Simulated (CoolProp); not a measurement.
Vapour-liquid equilibrium of 1-butene (1) + acetone (2) at 19.9 kPa; x and y are mole fractions of (1).

Model: multi-fluid Helmholtz-energy mixture model, Lemmon 2005 and Lemmon 2006; pair parameters Bell 2016, in CoolProp.

Task: Give the bubble temperature and the first vapour's composition at x = 0.35, 0.65, 0.95. Is there an azeotrope?

Result: x = 0.35: -37.6 °C, y = 0.965; x = 0.65: -39.1 °C, y = 0.971; x = 0.95: -41.1 °C, y = 0.990. No azeotrope shows between x = 0.05 and 0.95.

Pair parameters are fitted to limited data, so mixtures are less certain than the pure fluids. With so large a gap from Raoult's law the liquid may split in two, which this calculation doesn't test in full.
